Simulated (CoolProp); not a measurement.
A closed Brayton cycle with carbon dioxide: compressor inlet 322.15 K and 8.1 MPa, high pressure 22 MPa, turbine inlet 670 K, compressor efficiency 0.8, turbine efficiency 0.9, recuperator effectiveness 0.9 (on enthalpy, no pinch check). Each further row changes one setting.

Computed with CoolProp (reference Helmholtz-energy equation of state, Span 1996).

| case | thermal efficiency (%) | net work (kJ/kg) | compressor to turbine work | compressor exit (K) | turbine exit (K) |
|---|---|---|---|---|---|
| as stated | … | 49.0 | 0.52 | 406.3 | 563.9 |
| turbine inlet 620 K | … | 39.2 | 0.58 | 406.3 | 517.9 |
| compressor inlet 332.15 K | … | 41.9 | 0.59 | 423.3 | 563.9 |
| high pressure 18.7 MPa | 24.8 | … | … | … | 580.9 |
| recuperator effectiveness 0.5 | … | 49.0 | 0.52 | 406.3 | 563.9 |

Q: Fill in the missing entries.

A: 
- as stated, thermal efficiency (%): 24.9
- turbine inlet 620 K, thermal efficiency (%): 21.6
- compressor inlet 332.15 K, thermal efficiency (%): 22.7
- high pressure 18.7 MPa, net work (kJ/kg): 44.2
- high pressure 18.7 MPa, compressor to turbine work: 0.49
- high pressure 18.7 MPa, compressor exit (K): 392.1
- recuperator effectiveness 0.5, thermal efficiency (%): 18.2
